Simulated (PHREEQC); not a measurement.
Synthetic water in mmol/kgw, 25 °C, pH 5.69, pe 1.3:

```tsv
constituent	mmol/kgw
Na	0.000806
K	1.88e-09
Ca	0.000386
Mg	0.000649
Cl	0.000225
S(6)	0.000324
Alkalinity (meq/kgw)	0.00197
B	9.35e-07
N(-3)	7.93e-06
Si	1.53e-05
Br	6.8e-05
Fe(2)	1.32e-05
Ba	6.32e-05
```

Cl is adjusted to close the charge balance.
Valence states are taken as typed.

Equilibrium calculation in PHREEQC: ion-association model, phreeqc.dat.

No solid was allowed to form.

Question: Estimate the ionic strength.

Answer: ionic strength 6.52e-6 mol/kgw.

Question: In which forms is C present?

Answer: CO2 82 %, HCO3- 18 % of the C.
